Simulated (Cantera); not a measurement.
## SiH2Cl2 + NH3 + N2 (silicon nitride deposition)

Charge: 1 mol SiH2Cl2, 48 mol NH3, 4.2 mol N2, held at 900 K and 1.33 mbar.

These are equilibrium values from Cantera (NASA tables, ideal gas, pure condensed phases), not measurements of a reactor. Candidate condensed phases: NH4Cl, Si, Si3N4; 28 gas species. Rates play no part.

```json
{
 "x(H2)": "0.709",
 "x(N2)": "0.271",
 "x(HCl)": "0.0197",
 "n(Si3N4(s))": "0.333 mol",
 "gas_amount": "101.5 mol",
 "log10 activity of Si(s) (absent)": "-6.34"
}
```
